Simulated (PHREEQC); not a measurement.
# Nickel, zinc or cadmium bath (model solution)

Solution (20 °C): 0.071 mol/kgw CdCl2 and 0.00052 mol/kgw NiCl2. Closed to the air; pH follows from the charge balance.

Model: ion-association model, wateq4f.dat, run in PHREEQC.

Each row changes one thing in this solution. This is a speciation only: nothing precipitates in the calculation.

```json
[
 {"case": "as made", "pH": "5.48", "ionic strength (mol/kgw)": "0.0964", "Cl- (mol/kgw)": "0.0790"},
 {"case": "NiCl2 replaced by RbCl at the same molality", "pH": "5.48", "ionic strength (mol/kgw)": "0.0955", "Cl- (mol/kgw)": "0.0786"},
 {"case": "CdCl2 left out", "pH": "?", "ionic strength (mol/kgw)": "0.00156", "Cl- (mol/kgw)": "0.00104"},
 {"case": "NiCl2 replaced by NaCl at the same molality", "pH": "5.48", "ionic strength (mol/kgw)": "0.0955", "Cl- (mol/kgw)": "0.0786"},
 {"case": "diluted 2-fold with water", "pH": "?", "ionic strength (mol/kgw)": "0.0568", "Cl- (mol/kgw)": "0.0449"},
 {"case": "NiCl2 from 0.00052 to 0.0026 mol/kgw", "pH": "5.48", "ionic strength (mol/kgw)": "0.101", "Cl- (mol/kgw)": "0.0822"},
 {"case": "diluted 100-fold with water", "pH": "?", "ionic strength (mol/kgw)": "0.00201", "Cl- (mol/kgw)": "0.00136"},
 {"case": "NiCl2 from 0.00052 to 0.000104 mol/kgw", "pH": "5.48", "ionic strength (mol/kgw)": "0.0954", "Cl- (mol/kgw)": "0.0784"}
]
```

Problem. Some entries are withheld; supply them.

Solution. 
- CdCl2 left out, pH: 6.65
- diluted 2-fold with water, pH: 5.62
- diluted 100-fold with water, pH: 6.61
